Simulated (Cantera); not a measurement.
Cantera with NASA thermochemical tables; ideal gases at 1 bar, condensed phases pure. Values are per mole of reaction as written; species without (g) are pure solids or liquids, kept so even where they would boil at 1 bar. TaC: taken at fixed stoichiometry.

5 TaC + 3 NH3(g) = 3 HCN(g) + 5 Ta + 2 CH3(g)

```csv
T (K),ΔH° (kJ),ΔS° (J/K),ΔG° (kJ),log10 K
1375,1546.3,402.6,992.8,-37.72
1575,(withheld),(withheld),(withheld),(withheld)
1775,1535.7,395.8,833.1,-24.52
1975,(withheld),(withheld),(withheld),(withheld)
2175,(withheld),(withheld),(withheld),(withheld)
2375,1514.6,385.6,598.7,-13.17
```

**Question.** Fill in the missing entries.

**Answer.** 
- 1575, ΔH° (kJ): 1541.4
- 1575, ΔS° (J/K): 399.2
- 1575, ΔG° (kJ): 912.6
- 1575, log10 K: -30.27
- 1975, ΔH° (kJ): 1529.2
- 1975, ΔS° (J/K): 392.4
- 1975, ΔG° (kJ): 754.3
- 1975, log10 K: -19.95
- 2175, ΔH° (kJ): 1522.2
- 2175, ΔS° (J/K): 389.0
- 2175, ΔG° (kJ): 676.2
- 2175, log10 K: -16.24
